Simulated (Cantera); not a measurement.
A closed system holds: 1 mol borazine, 14 mol H2, 7.6 mol H2O, equilibrated at 1327 °C and 750 Torr.

These are equilibrium values from Cantera (NASA tables, ideal gas, pure condensed phases), not measurements of a reactor. Candidate condensed phases: B, BN, B2O3, B3O3H3, H2O; 39 gas species. The feed counts by its element totals alone. Gases not in the tables: H3BO3. Rates play no part.

Base state: H2 0.816, H2O 0.108, N2 0.0569, HBO2 0.0182, B2O3 0.000147, HBO 0.000134, (HBO2)3 0.000130, H 4.91e-5 (mole fractions); condensed: B2O3(l).

Problem. What changes in the equilibrium state with this change: temperature from 1327 °C to 850 °C?

Solution. 
```
species         before     after
------------  --------  --------
H2               0.816     0.824
H2O              0.108     0.118
N2              0.0569    0.0575
HBO2            0.0182   8.82e-5
(HBO2)3       0.000130  0.000640
B2O3          0.000147     <1e-9
HBO           0.000134   1.46e-8
H              4.91e-5   3.88e-8
NH3            8.21e-6   5.03e-5
B2O3(l), mol      1.25      1.47
```

Problem. What changes in the equilibrium state with this change: temperature from 1327 °C to 1177 °C?

Solution. 
```json
[
 {"species": "H2", "before": "0.816", "after": "0.822"},
 {"species": "H2O", "before": "0.108", "after": "0.116"},
 {"species": "N2", "before": "0.0569", "after": "0.0573"},
 {"species": "HBO2", "before": "0.0182", "after": "0.00521"},
 {"species": "B2O3", "before": "0.000147", "after": "7.51e-6"},
 {"species": "HBO", "before": "0.000134", "after": "1.47e-5"},
 {"species": "H", "before": "4.91e-5", "after": "8.57e-6"},
 {"species": "(HBO2)3", "before": "0.000130", "after": "0.000207"},
 {"species": "B2O3(l), mol", "before": "1.25", "after": "1.42"}
]
```

Problem. What changes in the equilibrium state with this change: 0.17 mol HF added?

Solution. 
```csv
species,before,after
H2,0.816,0.810
H2O,0.108,0.109
N2,0.0569,0.0565
HF,0,0.00435
BOF,0,0.00205
HBO2,0.0182,0.0183
HBO,0.000134,0.000133
H,4.91e-5,4.89e-5
(HBO2)3,0.000130,0.000130
B2O3,0.000147,0.000147
"B2O3(l), mol",1.25,1.22
```
